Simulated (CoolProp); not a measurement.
Properties of chloromethane (R40) along the isotherm 500 K.

Model: reference Helmholtz-energy equation of state, Thol 2014, in CoolProp.

| p (MPa) | phase | cv (kJ/(kg K)) | speed of sound (m/s) | Joule-Thomson coefficient (K/MPa) | isothermal compressibility (1/MPa) | expansivity (1/kK) | fugacity coefficient |
|---|---|---|---|---|---|---|---|
| 0.289 | gas | 0.9315 | 309.6 | 7.657 | 3.490 | 2.060 | 0.9916 |
| 0.577 | gas | 0.9343 | 307.9 | 7.661 | 1.763 | 2.122 | 0.9833 |
| 0.866 | gas | 0.9371 | 306.2 | 7.664 | 1.185 | 2.186 | 0.9750 |
| 1.15 | gas | 0.9399 | 304.5 | 7.668 | 0.9004 | 2.252 | 0.9669 |
| 1.44 | gas | 0.9428 | 302.8 | 7.670 | 0.7257 | 2.321 | 0.9587 |
| 1.73 | gas | 0.9457 | 301.1 | 7.672 | 0.6098 | 2.393 | 0.9505 |
| 2.02 | gas | 0.9485 | 299.4 | 7.673 | 0.5273 | 2.469 | 0.9423 |
| 2.31 | gas | 0.9514 | 297.7 | 7.674 | 0.4657 | 2.547 | 0.9343 |
| 2.6 | gas | 0.9544 | 295.9 | 7.674 | 0.4179 | 2.628 | 0.9262 |
| 2.89 | gas | 0.9573 | 294.2 | 7.672 | 0.3798 | 2.713 | 0.9182 |
| 3.18 | gas | 0.9602 | 292.5 | 7.670 | 0.3488 | 2.802 | 0.9102 |
| 3.46 | gas | 0.9631 | 290.8 | 7.667 | 0.3239 | 2.891 | 0.9026 |
